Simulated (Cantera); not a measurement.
Feed: 1 mol n-butane, 0.21 mol O₂, 0.6 mol H₂, equilibrated at 2375 K and 1000 Pa.

Cantera equilibrium calculation (NASA polynomials, part measured and part estimated; ideal gas, pure solids and liquids). Candidate condensed phases: C, C₆H₆, C₇H₈, C₈H₁₈, H₂O; 110 gas species. The numbers say what is thermodynamically allowed, not how fast it happens.

Base state: H₂ 0.803, H 0.126, CO 0.0654, C₂H₂ (acetylene) 0.00499, C₂H 4.26e-5, C₄H₂ 1.27e-5 (mole fractions); condensed: C(graphite).

Question: What changes in the equilibrium state with this change: O₂ from 0.21 to 0.13 mol?

Answer: 
| species | before | after |
|---|---|---|
| H₂ | 0.803 | 0.825 |
| H | 0.126 | 0.128 |
| CO | 0.0654 | 0.0415 |
| C₄H₂ | 1.27e-5 | 1.31e-5 |
| C₂H₂ (acetylene) | 0.00499 | 0.00512 |
| C₂H | 4.26e-5 | 4.32e-5 |
| C(graphite), mol | 3.51 | 3.67 |
